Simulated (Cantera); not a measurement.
Diamond growth

A diamond (100) surface in a fixed gas of H2 with x(CH4) = 0.016, x(CH3) = 0.00016, at 1123 K, 0.237 atm; coverages are run to steady state.

Detailed kinetics in Cantera: the Harris–Goodwin 1993 mechanism for the reconstructed diamond (100) surface.

```tsv
x(H)	growth (µm/h)	θ c6HH	θ c6H*	θ c6*H	θ c6**	θ c6HM
0.0001	2.74	0.564	0.0227	0.342	0.00472	0.0415
0.00024	6.71	0.510	0.0257	0.386	0.00904	0.0435
0.00058	13.3	0.488	0.0275	0.413	0.0137	0.0366
0.0014	20.9	0.485	0.0287	0.431	0.0172	0.0241
0.0034	26.9	0.487	0.0297	0.443	0.0194	0.0129
0.0082	30.4	0.490	0.0304	0.450	0.0205	0.00606
0.02	32.2	0.491	0.0312	0.452	0.0211	0.00264
0.048	33.2	0.492	0.0327	0.452	0.0216	0.00113
0.12	34.3	0.492	0.0363	0.449	0.0225	0.000468
```
θ: site fractions in the mechanism's names (c6HH fully hydrogenated, c6H* and c6*H radical sites, c6** diradical, c6HM methylated).
